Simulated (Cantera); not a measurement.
Feed: 1 mol PbO, 0.78 mol CO, at 2250 K and 0.133 bar.

Equilibrium computed with Cantera from the NASA thermochemical tables; the gas is ideal and each condensed phase is pure. Candidate condensed phases: C, Pb, PbO, PbO2, Pb3O4; 15 gas species. Gases not in the tables: (PbO)n polymers. Equilibrium is a limit: real reactors are often held back by kinetics, nucleation or transport.

Base state: Pb 0.410, CO2 0.369, PbO 0.140, CO 0.0603, O2 0.0199, O 0.00143, Pb2 7.01e-5 (mole fractions); condensed: gas only.

Problem. What changes in the equilibrium state with this change: temperature from 2250 K to 1623 K?

Solution. 
| species | before | after |
|---|---|---|
| CO2 | 0.369 | 0.435 |
| Pb | 0.410 | 0.434 |
| PbO | 0.140 | 0.127 |
| CO | 0.0603 | 0.00373 |
| O2 | 0.0199 | 7.35e-5 |
| O | 0.00143 | 4.47e-7 |
| Pb2 | 7.01e-5 | 0.000295 |

Problem. What changes in the equilibrium state with this change: 0.0024 mol CH4 added?

Solution. 
| species | before | after |
|---|---|---|
| Pb | 0.410 | 0.411 |
| CO2 | 0.369 | 0.367 |
| PbO | 0.140 | 0.137 |
| H2O | 0 | 0.00209 |
| O2 | 0.0199 | 0.0190 |
| CO | 0.0603 | 0.0615 |
| OH | 0 | 0.000796 |
| H | 0 | 0.000163 |
| H2 | 0 | 6.42e-5 |
| O | 0.00143 | 0.00139 |
| Pb2 | 7.01e-5 | 7.05e-5 |
Further candidate phases: C6H6, C7H8, C8H18, H2O.
